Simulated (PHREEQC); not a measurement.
A solution holds 0.0014 mol/kgw HF and 0.00028 mol/kgw NH4F, at 21 °C. Closed to the air; pH follows from the charge balance.

Equilibrium calculation in PHREEQC: ion-association model, phreeqc.dat.

```csv
quantity,before,after
pH,3.21,3.16
ionic strength (mol/kgw),0.000917,0.000719
F- (mol/kgw),0.000914,0.000717
HF (mol/kgw),0.000761,0.000679
HF2- (mol/kgw),2.58e-6,1.81e-6
```

Which change was made?
A) HF from 0.0014 to 0.00028 mol/kgw
B) temperature from 21 to 30 °C
C) NH4F left out
D) 0.00015 mol/kgw LiBr added

C, NH4F left out

Precipitation was switched off in this run.
